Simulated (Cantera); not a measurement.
An isothermal, constant-pressure homogeneous reactor starts with NH₃ : H₂ = 1 : 2.7 (molar parts), at 1823 K and 0.680 bar. Integrator tolerance rtol = 1e-08.

Model: the gas-phase N/H chemistry of the illustrative SiF4/NH3 mechanism in the Surface Chemkin manual (1991), integrated in Cantera. Walls and surfaces, which speed up NH3 decomposition in real reactors, are not modelled.

Task: What does this change do: pressure from 0.680 bar to 0.0133 bar?

Result: 
```json
[
 {"quantity": "x(NH₃) at 30.0 s", "before": "0.000882 (gas-phase equilibrium 5.17e-6)", "after": "0.0291 (gas-phase equilibrium 1.01e-7)"},
 {"quantity": "x(H₂) at 30.0 s", "before": "0.893 (gas-phase equilibrium 0.893)", "after": "0.875 (gas-phase equilibrium 0.890)"},
 {"quantity": "x(N₂H₄) at 30.0 s", "before": "2.71e-12 (gas-phase equilibrium <1e-12)", "after": "1.11e-10 (gas-phase equilibrium <1e-12)"},
 {"quantity": "x(N) at 30.0 s", "before": "3.66e-9 (gas-phase equilibrium 2.16e-11)", "after": "3.15e-7 (gas-phase equilibrium 1.54e-10)"},
 {"quantity": "x(NH₂) at 30.0 s", "before": "1.33e-6 (gas-phase equilibrium 7.83e-9)", "after": "6.08e-5 (gas-phase equilibrium 1.09e-9)"},
 {"quantity": "x(NH) at 30.0 s", "before": "3.41e-8 (gas-phase equilibrium 2.01e-10)", "after": "2.14e-6 (gas-phase equilibrium 2.00e-10)"},
 {"quantity": "x(N₂) at 30.0 s", "before": "0.106 (gas-phase equilibrium 0.106)", "after": "0.0949 (gas-phase equilibrium 0.106)"}
]
```

Task: What does this change do: temperature 1823 to 1700 K?

Result: 
| quantity | before | after |
|---|---|---|
| x(NH₃) at 30.0 s | 0.000882 (gas-phase equilibrium 5.17e-6) | 0.0164 (gas-phase equilibrium 6.75e-6) |
| x(H₂) at 30.0 s | 0.893 (gas-phase equilibrium 0.893) | 0.884 (gas-phase equilibrium 0.893) |
| x(N₂H₄) at 30.0 s | 2.71e-12 (gas-phase equilibrium <1e-12) | 3.21e-10 (gas-phase equilibrium <1e-12) |
| x(N) at 30.0 s | 3.66e-9 (gas-phase equilibrium 2.16e-11) | 4.62e-9 (gas-phase equilibrium 2.19e-12) |
| x(NH₂) at 30.0 s | 1.33e-6 (gas-phase equilibrium 7.83e-9) | 7.54e-6 (gas-phase equilibrium 3.26e-9) |
| x(NH) at 30.0 s | 3.41e-8 (gas-phase equilibrium 2.01e-10) | 8.08e-8 (gas-phase equilibrium 3.65e-11) |
| x(N₂) at 30.0 s | 0.106 (gas-phase equilibrium 0.106) | 0.0999 (gas-phase equilibrium 0.106) |

Task: What does this change do: temperature 1823 to 1575 K?

Result: 
| quantity | before | after |
|---|---|---|
| x(NH₃) at 30.0 s | 0.000882 (gas-phase equilibrium 5.17e-6) | 0.146 (gas-phase equilibrium 9.23e-6) |
| x(H₂) at 30.0 s | 0.893 (gas-phase equilibrium 0.893) | 0.805 (gas-phase equilibrium 0.894) |
| x(N₂H₄) at 30.0 s | 2.71e-12 (gas-phase equilibrium <1e-12) | 7.07e-9 (gas-phase equilibrium <1e-12) |
| x(N) at 30.0 s | 3.66e-9 (gas-phase equilibrium 2.16e-11) | 1.67e-9 (gas-phase equilibrium <1e-12) |
| x(NH₂) at 30.0 s | 1.33e-6 (gas-phase equilibrium 7.83e-9) | 1.64e-5 (gas-phase equilibrium 1.16e-9) |
| x(NH) at 30.0 s | 3.41e-8 (gas-phase equilibrium 2.01e-10) | 6.20e-8 (gas-phase equilibrium 4.92e-12) |
| x(N₂) at 30.0 s | 0.106 (gas-phase equilibrium 0.106) | 0.0491 (gas-phase equilibrium 0.106) |
